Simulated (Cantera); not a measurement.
## Thermodynamics of silicon etching in halogen gases, feed Si + HBr + N₂

Charge: 1 mol Si, 16 mol HBr, 6.8 mol N₂, at 1.10 mbar.

Cantera equilibrium calculation (NASA polynomials, part measured and part estimated; ideal gas, pure solids and liquids). Candidate condensed phases: Br₂, Si, Si₃N₄; 28 gas species. The tables' values for SiBr₃, SiBr are old estimates; treat these amounts as uncertain. Rates play no part.

```
T (K)  x HBr   x N₂      x Br    x H₂   x SiBr₄   x SiBr₂
-----  -----  -----  --------  ------  --------  --------
975    0.550  0.312  0.000132  0.0917    0.0458   1.53e-5
1075   0.550  0.312  0.000757  0.0914    0.0451  0.000367
1175   0.554  0.310   0.00333  0.0877    0.0397   0.00429
1275   0.564  0.304    0.0125  0.0753    0.0229    0.0187
1375   0.555  0.295    0.0365  0.0697   0.00664    0.0340
1475   0.511  0.287    0.0769  0.0826   0.00110    0.0397
1575   0.443  0.279     0.130   0.107  0.000159    0.0402
1675   0.363  0.269     0.192   0.135   2.39e-5    0.0392
```
x: gas mole fraction; nothing condenses.

From 975 K to 1675 K nothing is condensed. The main Si-bearing gas is SiBr₄ at 975 K and SiBr₂ at 1675 K.
